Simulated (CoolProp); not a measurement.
Model: reference Helmholtz-energy equation of state, Thol 2015, in CoolProp.

Task: Give the vapour pressure (MPa), liquid density (kg/m³), enthalpy of vaporisation (kJ/kg), liquid cp (kJ/(kg K)) of saturated octamethylcyclotetrasiloxane (D4) at 68.15, 76.05 °C.

Result: 
```
T (°C)  p (MPa)  liquid density (kg/m³)  enthalpy of vaporisation (kJ/kg)  liquid cp (kJ/(kg K))
------  -------  ----------------------  --------------------------------  ---------------------
68.15   0.00199                     901                               170                   1.75
76.05   0.00297                     892                               167                   1.76
```
